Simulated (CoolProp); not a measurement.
Vapour-liquid equilibrium of R125 (1) + isobutane (2) at 236 kPa; x and y are mole fractions of (1).

Model: multi-fluid Helmholtz-energy mixture model, Lemmon 2005 and Bücker 2006; pair parameters Bell 2016, in CoolProp.

### Question
Give the bubble temperature and the first vapour's composition at x = 0.05, 0.8, 0.95. Is there an azeotrope?

### Answer
x = 0.05: 271.9 K, y = 0.375; x = 0.8: 244.0 K, y = 0.871; x = 0.95: 243.7 K, y = 0.945. y crosses x between x = 0.8 and 0.95: the model has an azeotrope there.

The pair parameters rest on a limited set of measurements; away from them the model extrapolates. With so large a gap from Raoult's law the liquid may split in two, which this calculation doesn't test in full.
